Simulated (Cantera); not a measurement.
Thermodynamics of carbon deposition, reforming and gasification, feed CH4 + NH3 + O2

Charge: 1 mol CH4, 1 mol NH3, a varied amount of O2, held at 1000 K and 550000 Pa.

Method: chemical equilibrium by Gibbs-energy minimisation in Cantera with the NASA 1993 tables (ideal gas, pure condensed phases). Candidate condensed phases: C, C6H6, C7H8, C8H18, H2O; 136 gas species. Rates play no part.

From 0.11 mol O2 to 0.44 mol O2 the condensed part is C(graphite). From 0.58 mol O2 to 1 mol O2 nothing is condensed. The main C-bearing gas is CH4 at 0.11 mol O2 and CO at 1 mol O2.

| n(O2) (mol) | x H2 | x H2O | x CH4 | x N2 | x CO | x CO2 | x NH3 | n C(graphite) |
|---|---|---|---|---|---|---|---|---|
| 0.11 | 0.602 | 0.0339 | 0.190 | 0.145 | 0.0259 | 0.00209 | 0.000570 | 0.249 |
| 0.15 | 0.591 | 0.0442 | 0.183 | 0.143 | 0.0344 | 0.00369 | 0.000550 | 0.227 |
| 0.19 | 0.580 | 0.0536 | 0.177 | 0.141 | 0.0425 | 0.00563 | 0.000531 | 0.203 |
| 0.25 | 0.565 | 0.0662 | 0.168 | 0.138 | 0.0539 | 0.00906 | 0.000505 | 0.166 |
| 0.33 | 0.546 | 0.0806 | 0.157 | 0.134 | 0.0679 | 0.0144 | 0.000473 | 0.111 |
| 0.44 | 0.522 | 0.0969 | 0.143 | 0.129 | 0.0854 | 0.0228 | 0.000434 | 0.0291 |
| 0.58 | 0.507 | 0.123 | 0.117 | 0.123 | 0.0965 | 0.0335 | 0.000406 | 0 |
| 0.76 | 0.489 | 0.159 | 0.0851 | 0.117 | 0.102 | 0.0475 | 0.000375 | 0 |
| 1 | 0.459 | 0.209 | 0.0536 | 0.111 | 0.102 | 0.0663 | 0.000331 | 0 |
x: gas mole fraction; n: condensed amount in mol.
